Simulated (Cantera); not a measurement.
## Equilibrium for fluorocarbon and chlorocarbon gases: CF4 + H2

Feed: 1 mol CF4, a varied amount of H2, held at 1223 K and 0.100 bar.

Equilibrium computed with Cantera from the NASA thermochemical tables; the gas is ideal and each condensed phase is pure. Candidate condensed phases: C, C6H6, C7H8, C8H18; 95 gas species. Gases not in the tables: C2F6 and larger saturated fluorocarbons. The numbers say what is thermodynamically allowed, not how fast it happens.

```
n(H2) (mol)   x HF     x H2    x CF4     x CH4   x CHF3   x H2F2  n C(graphite)
-----------  -----  -------  -------  --------  -------  -------  -------------
1            0.800  5.79e-9    0.200    <1e-12  2.28e-6  1.35e-6          0.500
1.3          0.881  9.13e-9    0.119    <1e-12  1.94e-6  1.63e-6          0.650
1.6          0.941  1.48e-8   0.0588    <1e-12  1.46e-6  1.86e-6          0.800
2            1.000  3.20e-6  1.60e-6    <1e-12  8.07e-9  2.10e-6          1.000
2.4          0.909   0.0909   <1e-12   1.10e-5   <1e-12  1.74e-6          1.000
3            0.800    0.200   <1e-12   5.32e-5   <1e-12  1.35e-6          1.000
3.7          0.702    0.298   <1e-12  0.000118   <1e-12  1.04e-6          0.999
4.6          0.606    0.394   <1e-12  0.000206   <1e-12  7.73e-7          0.999
5.7          0.520    0.480   <1e-12  0.000307   <1e-12  5.68e-7          0.998
7            0.445    0.555   <1e-12  0.000410   <1e-12  4.16e-7          0.996
```
x: gas mole fraction; n: condensed amount in mol.

From 1 mol H2 to 7 mol H2 the condensed part is C(graphite). The main C-bearing gas is CF4 at 1 mol H2 and CH4 at 7 mol H2.
